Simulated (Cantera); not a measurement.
Charge: 1 mol TiO₂, 5.7 mol CO, equilibrated at 1275 °C and 0.750 bar.

These are equilibrium values from Cantera (NASA tables, ideal gas, pure condensed phases), not measurements of a reactor. Candidate condensed phases: C, Ti, TiC, TiO, TiO₂, Ti₂O₃, Ti₃O₅, Ti₄O₇; 15 gas species. Mutual solubility and eutectic melting of coexisting phases are not modelled. Condensed phases not in the tables: Magnéli phases beyond Ti₄O₇. Rates play no part.

Base state: CO 0.992, CO₂ 0.00804 (mole fractions); condensed: TiO₂(rutile) + Ti₄O₇(s).

### Question
What changes in the equilibrium state with this change: temperature from 1275 °C to 902 °C?

### Answer
```json
[
 {"species": "CO", "before": "0.992", "after": "0.980"},
 {"species": "CO₂", "before": "0.00804", "after": "0.0195"},
 {"species": "TiO₂(rutile), mol", "before": "0.817", "after": "1.00"},
 {"species": "Ti₄O₇(s), mol", "before": "0.0458", "after": "0"},
 {"species": "C(graphite), mol", "before": "0", "after": "0.109"}
]
```
